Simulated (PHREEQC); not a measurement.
A column of 0.1 m (30 cells, dispersivity 0.005 m, 3600 s a shift, diffusion coefficient 3e-10 m²/s) holds 0.0018 eq of the database's cation exchanger X per kg of pore water, first in equilibrium with 0.39 mmol/kgw CaCl2 and 0.01 mmol/kgw HCl. It is flushed with 0.0026 mol/kgw NaCl and 1e-05 mol/kgw HCl, at 40 °C. Values are for the last cell. The system is closed to CO2. Nothing may precipitate in this run.

The numbers come from PHREEQC with the ion-association model, phreeqc.dat.

Predict Na in solution (mol/kgw), Ca in solution (mol/kgw), NaX on the exchanger (mol/kgw) at pore volumes = 0.55, 0.95, 1.217, 2.817, 3.217.


| pore volumes | Na in solution (mol/kgw) | Ca in solution (mol/kgw) | NaX on the exchanger (mol/kgw) |
|---|---|---|---|
| 0.55 | 8.39e-5 | 0.000386 | 2.85e-6 |
| 0.95 | 0.00113 | 0.000282 | 4.43e-5 |
| 1.217 | 0.00182 | 0.000192 | 8.55e-5 |
| 2.817 | 0.00252 | 4.14e-5 | 0.000243 |
| 3.217 | 0.00253 | 3.46e-5 | 0.000265 |

Away from 25 °C the constants follow the database's enthalpies or fits; those with neither stay at their 25 °C values.
